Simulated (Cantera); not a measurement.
Input (Python, Cantera) and output of one run.

```python
import numpy as np
import cantera as ct

gas_names = """
    H H2 N NH NH2 NH3 N2 N2H2 N2H4 Zr ZrN
""".split()
cond_names = """
    Zr(a) Zr(b) Zr(L) ZrN(s) ZrN(L)
""".split()


# ... load() reads the species with a 1 bar reference pressure and builds the phases ...
atoms = {
    'Zr': {'Zr': 1},
    'NH3': {'N': 1, 'H': 3},
    'N2': {'N': 2},
}
top_T = {}  # K; cautious upper limits of use, not melting points


# ... equilibrate(T, P, feed) seeds the gas with the atoms and calls Mixture.equilibrate('TP', solver="vcs", rtol=1e-11, max_steps=5000) ...
results = []
feed = {'Zr': 1, 'NH3': 1.8, 'N2': 0.48}  # mol
P = 430  # Pa
for T in [1523, 1623, 1723, 1823, 1923, 2023, 2123, 2223, 2323, 2423, 2523, 2623, 2723, 2823]:
    mix = equilibrate(T, P, feed)
    results.append((T, P, feed, dict(zip(mix.species_names, mix.species_moles))))

top = {s: max(r[3][s] / sum(r[3][g] for g in gas_names) for r in results) for s in gas_names}
cols = sorted((s for s in top if top[s] > 1e-06), key=lambda s: -top[s])[:5]
seen = [c for c in cond_names if any(r[3].get(c, 0) > 1e-12 for r in results)]
print("log10 of partial pressures in bar; condensed amounts in mol")
print(f"{'T/K':>10s}" + "".join(f"{s[:9]:>10s}" for s in cols + seen))
for T, P, feed, n in results:
    ng = sum(n[g] for g in gas_names)
    print(f"{T:10.4g}" + "".join(f"{np.log10(max(n[s] / ng * P / 1e5, 1e-99)):10.3f}" for s in cols)
          + "".join(f"{n.get(c, 0):10.4g}" for c in seen))
```

It prints:

```
log10 of partial pressures in bar; condensed amounts in mol
       T/K        H2         H        N2        Zr         N    ZrN(s)
      1523    -2.489    -5.881    -2.976   -19.746   -14.453         1
      1623    -2.490    -5.405    -2.976   -17.708   -13.441         1
      1723    -2.490    -4.984    -2.976   -15.910   -12.547         1
      1823    -2.492    -4.609    -2.977   -14.310   -11.750         1
      1923    -2.495    -4.274    -2.979   -12.878   -11.036         1
      2023    -2.502    -3.972    -2.981   -11.589   -10.393         1
      2123    -2.513    -3.702    -2.986   -10.422    -9.811         1
      2223    -2.532    -3.459    -2.994    -9.360    -9.283         1
      2323    -2.562    -3.244    -3.006    -8.388    -8.803         1
      2423    -2.607    -3.055    -3.023    -7.494    -8.365         1
      2523    -2.674    -2.893    -3.046    -6.669    -7.965    0.9998
      2623    -2.766    -2.759    -3.074    -5.904    -7.600    0.9987
      2723    -2.890    -2.653    -3.105    -5.195    -7.263    0.9928
      2823    -3.051    -2.578    -3.133    -4.537    -6.949    0.9645
```

Method: chemical equilibrium by Gibbs-energy minimisation in Cantera with the NASA 1993 tables (ideal gas, pure condensed phases). ZrN: taken at fixed stoichiometry.
